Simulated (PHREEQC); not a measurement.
# Nickel, zinc or cadmium bath: an equilibrium model

Consider water at 25 °C with 0.0023 mol ZnCl2 and 4.6e-05 mol NaOH per kg of water. Closed to the air; pH follows from the charge balance.

Equilibrium calculation in PHREEQC: ion-association model, wateq4f.dat.

No solid was allowed to form.

Task: Estimate the pH.

Result: pH 7.21.

Task: In which forms is Zn present?

Result: Zn+2 97 %, ZnOH+ 1.4 %, ZnCl+ 0.9 % of the Zn.

Saturation is exceeded, for instance for Zn(OH)2-e, Zn5(OH)8Cl2; the values hold only as long as no solid forms.
